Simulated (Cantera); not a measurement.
A closed system holds: 1 mol MgSO₄, 0.26 mol C, 2.5 mol CO₂, at 1.00 Torr.

Equilibrium computed with Cantera from the NASA thermochemical tables; the gas is ideal and each condensed phase is pure. Candidate condensed phases: C, Mg, MgCO₃, MgO, MgS, MgSO₄, S; 26 gas species. Rates play no part.

Which condensed phases are stable at each of these points (T (K)): 848, 898, 948, 998, 1048, 1098, 1148, 1198, 1248, 1298, 1348?


| T (K) | condensed phases | Mg condensed (%) |
|---|---|---|
| 848 | MgO(s) + MgSO₄(s) | 100.0 |
| 898 | MgO(s) + MgSO₄(s) | 100.0 |
| 948 | MgO(s) + MgSO₄(s) | 100.0 |
| 998 | MgO(s) + MgSO₄(s) | 100.0 |
| 1048 | MgO(s) | 100.0 |
| 1098 | MgO(s) | 100.0 |
| 1148 | MgO(s) | 100.0 |
| 1198 | MgO(s) | 100.0 |
| 1248 | MgO(s) | 100.0 |
| 1298 | MgO(s) | 100.0 |
| 1348 | MgO(s) | 100.0 |

From 848 K to 998 K the condensed part is MgO(s) + MgSO₄(s). From 1048 K to 1348 K the condensed part is MgO(s).
